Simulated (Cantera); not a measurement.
A freely propagating, adiabatic, planar premixed flame of CO : H2 : CH4 : O2 : N2 = 1 : 0.14 : 0.46 : 1.24 : 4.67 (molar parts), equivalence ratio 1.2, unburnt at 575 K and 2.27 atm; multicomponent+Soret transport, grid criteria slope 0.08 and curve 0.16, no radiation.

Model: GRI-Mech 3.0 (53 species, 325 reactions), integrated in Cantera. Burning velocities carry a grid error of a few per cent, more on coarse grids.

x: mole fraction of selected species; z is measured from the peak of heat release.

```json
[
 {"z (mm)": "-0.423", "T (K)": "575", "u (m/s)": "1.48", "x CO": "0.133", "x H2": "0.0186", "x CH4": "0.0613", "x C2H": "<1e-8", "x CH2O": "1.45e-8", "x HCN": "<1e-8"},
 {"z (mm)": "-0.282", "T (K)": "576", "u (m/s)": "1.49", "x CO": "0.133", "x H2": "0.0183", "x CH4": "0.0612", "x C2H": "<1e-8", "x CH2O": "4.07e-7", "x HCN": "<1e-8"},
 {"z (mm)": "-0.212", "T (K)": "578", "u (m/s)": "1.49", "x CO": "0.133", "x H2": "0.0180", "x CH4": "0.0610", "x C2H": "<1e-8", "x CH2O": "…", "x HCN": "<1e-8"},
 {"z (mm)": "-0.141", "T (K)": "600", "u (m/s)": "1.55", "x CO": "0.133", "x H2": "0.0176", "x CH4": "0.0597", "x C2H": "<1e-8", "x CH2O": "2.91e-5", "x HCN": "<1e-8"},
 {"z (mm)": "-0.0706", "T (K)": "870", "u (m/s)": "2.25", "x CO": "0.134", "x H2": "0.0189", "x CH4": "0.0483", "x C2H": "<1e-8", "x CH2O": "0.000426", "x HCN": "1.51e-7"},
 {"z (mm)": "-0.0353", "T (K)": "1274", "u (m/s)": "3.32", "x CO": "0.136", "x H2": "0.0214", "x CH4": "0.0301", "x C2H": "<1e-8", "x CH2O": "0.000753", "x HCN": "5.78e-7"},
 {"z (mm)": "0", "T (K)": "…", "u (m/s)": "4.43", "x CO": "0.136", "x H2": "0.0216", "x CH4": "…", "x C2H": "4.69e-8", "x CH2O": "…", "x HCN": "1.49e-6"},
 {"z (mm)": "0.0353", "T (K)": "1898", "u (m/s)": "4.93", "x CO": "0.122", "x H2": "0.0174", "x CH4": "0.000689", "x C2H": "4.68e-8", "x CH2O": "0.000103", "x HCN": "1.47e-6"},
 {"z (mm)": "0.0706", "T (K)": "1974", "u (m/s)": "5.09", "x CO": "0.106", "x H2": "0.0152", "x CH4": "2.78e-5", "x C2H": "<1e-8", "x CH2O": "5.39e-6", "x HCN": "6.16e-7"},
 {"z (mm)": "0.141", "T (K)": "2061", "u (m/s)": "5.26", "x CO": "0.0887", "x H2": "0.0154", "x CH4": "6.07e-8", "x C2H": "<1e-8", "x CH2O": "1.53e-8", "x HCN": "7.41e-8"},
 {"z (mm)": "0.282", "T (K)": "2159", "u (m/s)": "5.46", "x CO": "0.0804", "x H2": "0.0151", "x CH4": "<1e-8", "x C2H": "<1e-8", "x CH2O": "<1e-8", "x HCN": "<1e-8"},
 {"z (mm)": "0.564", "T (K)": "2257", "u (m/s)": "5.68", "x CO": "0.0758", "x H2": "0.0136", "x CH4": "<1e-8", "x C2H": "<1e-8", "x CH2O": "<1e-8", "x HCN": "<1e-8"},
 {"z (mm)": "1.13", "T (K)": "2342", "u (m/s)": "5.86", "x CO": "0.0710", "x H2": "0.0121", "x CH4": "<1e-8", "x C2H": "<1e-8", "x CH2O": "<1e-8", "x HCN": "<1e-8"}
]
```

Question: Some entries are withheld; supply them.

Answer: 
- -0.212, x CH2O: 2.66e-6
- 0, T (K): 1698
- 0, x CH4: 0.00823
- 0, x CH2O: 0.000586
